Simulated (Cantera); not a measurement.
An isothermal, constant-pressure homogeneous reactor starts with CO : O2 : H2O : N2 = 0.0038 : 0.031 : 0.0045 : 1 (molar parts), equivalence ratio 0.061, at 1350 K and 930000 Pa.

Computed with Cantera and GRI-Mech 3.0 (53 species, 325 reactions).

x: mole fraction; the columns are a selection and need not sum to one.

```csv
t (s),x CO,x O2,x H2O,x HO2,x H2,x NO
0.000200,___,0.0298,0.00433,4.13e-7,1.69e-8,<1e-12
0.00102,___,0.0294,0.00431,7.40e-6,6.03e-6,4.97e-9
0.00518,___,0.0284,0.00433,2.70e-6,1.37e-6,6.00e-8
0.0264,___,0.0281,0.00434,1.14e-7,4.27e-8,1.23e-7
0.134,___,0.0281,0.00434,5.51e-9,2.09e-9,1.38e-7
0.683,2.89e-9,0.0281,0.00434,4.75e-9,1.74e-9,1.39e-7
3.47,2.89e-9,0.0281,0.00434,4.75e-9,1.74e-9,1.43e-7
17.7,2.89e-9,0.0281,0.00434,4.75e-9,1.74e-9,1.60e-7
90.0,2.89e-9,0.0281,0.00434,4.75e-9,1.74e-9,2.46e-7
```

Q: Fill in the missing entries.

A: 
- 0.000200, x CO: 0.00365
- 0.00102, x CO: 0.00278
- 0.00518, x CO: 0.000642
- 0.0264, x CO: 1.74e-5
- 0.134, x CO: 4.48e-8
